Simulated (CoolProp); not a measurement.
A simple Rankine cycle with propane: condensing at 317.15 K, boiler at 3.08 MPa, turbine inlet 354.3 K, turbine efficiency 0.9, pump efficiency 0.7, no recuperator. Each further row changes one setting.

Computed with CoolProp (reference Helmholtz-energy equation of state, Lemmon 2009).

| case | thermal efficiency (%) | net work (kJ/kg) | heat in (kJ/kg) | turbine exit temperature (K) | volume ratio over the turbine |
|---|---|---|---|---|---|
| as stated | 7.1 | 22.2 | 314 | 317.2 | 2.32 |
| turbine inlet 374.3 K | 7.4 | 28.1 | 378 | 339.8 | 2.17 |
| condensing temperature 309.15 K | 8.6 | 28.8 | 337 | 309.2 | 2.82 |
| boiler pressure 2.16 MPa | 4.1 | 14.7 | 360 | 337.7 | 1.47 |
| turbine efficiency 0.8 | 6.1 | 19.2 | 314 | 317.2 | 2.34 |

The expansion ends wet for: as stated; condensing temperature 309.15 K; turbine efficiency 0.8.
